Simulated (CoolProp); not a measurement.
Isohexane along the isotherm 550 K: fugacity coefficient from the reference equation and from simpler models built on Tc = 497.7 K, pc = 30.43 bar, ω = 0.280; each cubic takes its own stable root.

The numbers come from the reference Helmholtz-energy equation of state, Lemmon 2006 in CoolProp. It is a short technical equation, of lower accuracy than the large ones.

```tsv
p (bar)	phase	reference	van der Waals	Redlich-Kwong	Soave-Redlich-Kwong	Peng-Robinson
0.144	gas	0.9988	0.9989	0.9988	0.9989	0.9987
0.225	gas	0.9982	0.9983	0.9981	0.9982	0.9980
0.35	gas	0.9972	0.9973	0.9971	0.9972	0.9968
0.545	gas	0.9956	0.9958	0.9954	0.9957	0.9951
0.848	gas	0.9932	0.9935	0.9929	0.9933	0.9924
1.32	gas	0.9894	0.9899	0.9890	0.9896	0.9881
2.06	gas	0.9835	0.9843	0.9828	0.9838	0.9815
3.2	gas	0.9745	0.9756	___	0.9749	0.9714
4.99	gas	0.9603	0.9621	0.9587	0.9611	0.9557
7.76	gas	0.9385	0.9411	0.9361	0.9398	0.9317
12.1	gas	___	___	0.9012	0.9070	0.8949
18.8	gas	0.8533	0.8582	0.8484	0.8574	0.8401
29.3	gas	0.7746	0.7792	0.7678	0.7822	0.7585
45.6	supercritical	0.6574	0.6510	0.6470	0.6717	0.6428
```

**Question.** Complete the blanks.

**Answer.** 
- 3.2, Redlich-Kwong: 0.9734
- 12.1, reference: 0.9047
- 12.1, van der Waals: 0.9085
